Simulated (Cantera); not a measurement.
Mixture: 7.30 % CH4, 19.5 % O2, 73.0 % N2, 0.175 % C2H6, at 160000 Pa, adiabatic and at constant pressure. Ignition delay is the time to a rise of 400 K.

Detailed kinetics in Cantera: GRI-Mech 3.0 (53 species, 325 reactions).

Q: Predict: delay at 1050 K; delay at 1150 K; delay at 1250 K; delay at 1350 K; apparent activation energy between 1300 and 1400 K.

A: 
```json
{
  "delay at 1050 K": "0.113 s",
  "delay at 1150 K": "28.1 ms",
  "delay at 1250 K": "7.56 ms",
  "delay at 1350 K": "2.19 ms",
  "apparent activation energy between 1300 and 1400 K": "180 kJ/mol"
}
```
